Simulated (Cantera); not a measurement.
## Thermodynamics of hydrogen reduction and annealing atmospheres, feed V2O3 + H2 + N2

Feed: 1 mol V2O3, 890 mol H2, 41 mol N2, held at 1675 °C and 1 atm.

Cantera equilibrium calculation (NASA polynomials, part measured and part estimated; ideal gas, pure solids and liquids). Candidate condensed phases: H2O, V, VN, VO, V2O3, V2O4, V2O5; 28 gas species. Mutual solubility and eutectic melting of coexisting phases are not modelled. VN, VO: taken at fixed stoichiometry. Condensed phases not in the tables: solid solutions among these carbides, nitrides and lower oxides, V2N. The numbers say what is thermodynamically allowed, not how fast it happens.

```yaml
x(H2): 0.954
x(N2): 0.0437
x(H2O): 0.00165
x(H): 0.00110
x(NH3): 4.33e-6
n(VN(s)): 0.536 mol
n(VO(s)): 1.46 mol
gas_amount: 931.2 mol
log10 activity of V(s) (absent): -0.82
log10 activity of V2O5(l) (absent): -12.03
```
